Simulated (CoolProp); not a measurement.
Ammonia along the isobar 7.15 MPa: density (kg/m³) from the reference equation and from simpler models built on Tc = 405.6 K, pc = 11.36 MPa, ω = 0.256; each cubic takes its own stable root.

Model: reference Helmholtz-energy equation of state, Gao 2020, in CoolProp.

```tsv
T (K)	phase	reference
373.6	liquid	459.6
398.2	gas	53.63
422.8	gas	45.10
447.4	gas	39.91
472	gas	36.21
496.6	gas	33.36
521.2	gas	31.04
545.8	gas	29.11
570.3	gas	27.47
594.9	gas	26.03
619.5	gas	24.77
```

### Question
How far does each simpler model (van der Waals, Soave-Redlich-Kwong, Peng-Robinson) lie from the reference over these 11 states: mean and median of the absolute difference, and the worst?

### Answer
- van der Waals: mean 10.1 %, median 1.7 %, worst -87.6 % at 373.6 K and 7.15 MPa
- Soave-Redlich-Kwong: mean 3.9 %, median 1.3 %, worst -25.5 % at 373.6 K and 7.15 MPa
- Peng-Robinson: mean 2.0 %, median 0.6 %, worst -15.8 % at 373.6 K and 7.15 MPa

At some of these states van der Waals gives the other phase, because its saturation line lies elsewhere.
